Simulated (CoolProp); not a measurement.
Vapour-liquid equilibrium of sulfur hexafluoride (1) + CH2F2 (R32) (2) at -18.25 °C; x and y are mole fractions of (1).

The numbers come from the multi-fluid Helmholtz-energy mixture model, Guder 2009 and Tillner-Roth 1997; pair parameters Bell 2016 in CoolProp.

Question: Give the bubble pressure and the first vapour's composition at x = 0.35, 0.5, 0.65. Is there an azeotrope?

Answer: x = 0.35: 9.578 bar, y = 0.582; x = 0.5: 9.724 bar, y = 0.600; x = 0.65: 9.763 bar, y = 0.627. y crosses x between x = 0.5 and 0.65: the model has an azeotrope there.

The pair parameters rest on a limited set of measurements; away from them the model extrapolates. With so large a gap from Raoult's law the liquid may split in two, which this calculation doesn't test in full.
